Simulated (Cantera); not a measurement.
A diamond (100) surface in a fixed gas of H2 with x(CH4) = 0.0055, x(H) = 0.00047, x(CH3) = 0.00016, 18000 Pa; coverages are run to steady state.

Cantera simulation using the Harris–Goodwin 1993 mechanism for the reconstructed diamond (100) surface; the numbers are that mechanism's predictions, not measurements.

θ: site fractions in the mechanism's names (c6HH fully hydrogenated, c6H* and c6*H radical sites, c6** diradical, c6HM methylated).

```
T (K)  growth (µm/h)  θ c6HH   θ c6H*  θ c6*H   θ c6**    θ c6HM
-----  -------------  ------  -------  ------  -------  --------
900             6.40   0.519  0.00775   0.217  0.00284     0.204
975             9.57   0.506   0.0128   0.282  0.00532     0.146
1050            10.8   0.498   0.0195   0.349  0.00877    0.0864
1125            7.33   0.496   0.0276   0.413   0.0128    0.0319
1200               ?   0.484        ?   0.450        ?         ?
1275               ?   0.474        ?   0.462   0.0180         ?
1350            1.70   0.473   0.0466   0.459   0.0187  0.000347
```

**Question.** Some entries are withheld; supply them.

**Answer.** 
- 1200, growth (µm/h): 3.64
- 1200, θ c6H*: 0.0351
- 1200, θ c6**: 0.0161
- 1200, θ c6HM: 0.00760
- 1275, growth (µm/h): 2.27
- 1275, θ c6H*: 0.0414
- 1275, θ c6HM: 0.00160
